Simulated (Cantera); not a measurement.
Catalytic stagnation flow on Pt

A jet of 1.44 % H₂, 17.5 % O₂, 81.1 % N₂ at 300 K and 51.0 Torr hits a platinum plate 3.9 cm away at a mass flux of 0.038 kg/m²/s; the plate temperature is set and raised in steps from an oxygen-covered start.

Model: Deutschmann's 1995 Pt surface mechanism with GRI-Mech 3.0 gas chemistry, integrated in Cantera. Catalytic surfaces can have several steady states; this one follows from the mechanism file's or the stated starting coverage.

```json
[
 {"plate T (K)": "500", "wall x H₂": "0.00285", "wall x O₂": "0.162", "wall x H₂O": "0.0226", "wall x OH": "<1e-8", "θ free Pt": "0.0257", "θ O*": "0.966", "θ OH*": "0.00808"},
 {"plate T (K)": "550", "wall x H₂": "0.00284", "wall x O₂": "0.162", "wall x H₂O": "0.0225", "wall x OH": "<1e-8", "θ free Pt": "0.0272", "θ O*": "0.968", "θ OH*": "0.00462"},
 {"plate T (K)": "600", "wall x H₂": "0.00283", "wall x O₂": "0.162", "wall x H₂O": "0.0223", "wall x OH": "<1e-8", "θ free Pt": "0.0287", "θ O*": "0.968", "θ OH*": "0.00288"},
 {"plate T (K)": "650", "wall x H₂": "0.00277", "wall x O₂": "0.162", "wall x H₂O": "0.0223", "wall x OH": "<1e-8", "θ free Pt": "0.0309", "θ O*": "0.967", "θ OH*": "0.00195"},
 {"plate T (K)": "700", "wall x H₂": "0.00246", "wall x O₂": "0.162", "wall x H₂O": "0.0227", "wall x OH": "<1e-8", "θ free Pt": "0.0372", "θ O*": "0.961", "θ OH*": "0.00149"},
 {"plate T (K)": "750", "wall x H₂": "0.00181", "wall x O₂": "0.161", "wall x H₂O": "0.0238", "wall x OH": "<1e-8", "θ free Pt": "0.0555", "θ O*": "0.943", "θ OH*": "0.00133"},
 {"plate T (K)": "800", "wall x H₂": "0.00122", "wall x O₂": "0.161", "wall x H₂O": "0.0248", "wall x OH": "<1e-8", "θ free Pt": "0.0897", "θ O*": "0.909", "θ OH*": "0.00127"}
]
```
x: mole fraction at the wall; θ: surface coverage.
